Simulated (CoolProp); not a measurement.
Vapour pressure (kPa) of fluorine: the reference equation beside estimates from Tc = 144.4 K, pc = 5240 kPa, ω = 0.045. Clausius-Clapeyron is anchored at 94.4 K with a constant enthalpy of vaporisation of 6.264 kJ/mol.

The numbers come from the reference Helmholtz-energy equation of state, de Reuck 1990 in CoolProp.

```json
[
 {"T (K)": "88.8", "reference": "152.9", "Lee-Kesler": "155.5", "Clausius-Clapeyron": "159.7", "van der Waals": "523.6", "Redlich-Kwong": "138.2", "Soave-Redlich-Kwong": "154.6", "Peng-Robinson": "158.2"},
 {"T (K)": "91.6", "reference": "202.8", "Lee-Kesler": "206.1", "Clausius-Clapeyron": "207.0", "van der Waals": "622.7", "Redlich-Kwong": "187.9", "Soave-Redlich-Kwong": "205.1", "Peng-Robinson": "208.7"},
 {"T (K)": "94.4", "reference": "264.1", "Lee-Kesler": "268.2", "Clausius-Clapeyron": "264.1", "van der Waals": "733.7", "Redlich-Kwong": "250.0", "Soave-Redlich-Kwong": "267.2", "Peng-Robinson": "270.6"},
 {"T (K)": "97.2", "reference": "338.5", "Lee-Kesler": "343.4", "Clausius-Clapeyron": "332.4", "van der Waals": "857.1", "Redlich-Kwong": "326.0", "Soave-Redlich-Kwong": "342.6", "Peng-Robinson": "345.5"},
 {"T (K)": "100", "reference": "427.5", "Lee-Kesler": "433.2", "Clausius-Clapeyron": "413.0", "van der Waals": "993.6", "Redlich-Kwong": "417.8", "Soave-Redlich-Kwong": "432.9", "Peng-Robinson": "434.9"},
 {"T (K)": "102.8", "reference": "532.7", "Lee-Kesler": "539.3", "Clausius-Clapeyron": "507.1", "van der Waals": "1144", "Redlich-Kwong": "527.0", "Soave-Redlich-Kwong": "539.6", "Peng-Robinson": "540.6"},
 {"T (K)": "105.6", "reference": "655.7", "Lee-Kesler": "663.1", "Clausius-Clapeyron": "615.9", "van der Waals": "1307", "Redlich-Kwong": "655.2", "Soave-Redlich-Kwong": "664.7", "Peng-Robinson": "664.2"},
 {"T (K)": "108.4", "reference": "798.3", "Lee-Kesler": "806.4", "Clausius-Clapeyron": "740.5", "van der Waals": "1486", "Redlich-Kwong": "804.2", "Soave-Redlich-Kwong": "809.7", "Peng-Robinson": "807.4"},
 {"T (K)": "111.3", "reference": "968.3", "Lee-Kesler": "977.0", "Clausius-Clapeyron": "887.5", "van der Waals": "1686", "Redlich-Kwong": "982.2", "Soave-Redlich-Kwong": "982.9", "Peng-Robinson": "978.3"},
 {"T (K)": "114.1", "reference": "1156", "Lee-Kesler": "1165", "Clausius-Clapeyron": "1048", "van der Waals": "1896", "Redlich-Kwong": "1178", "Soave-Redlich-Kwong": "1174", "Peng-Robinson": "1167"}
]
```

Absolute difference from the reference over all 10 rows, mean and median: Lee-Kesler 1.3 and 1.3 %, Clausius-Clapeyron 4.8 and 4.6 %, van der Waals 135.1 and 123.6 %, Redlich-Kwong 3.3 and 2.1 %, Soave-Redlich-Kwong 1.3 and 1.3 %, Peng-Robinson 1.9 and 1.6 %.
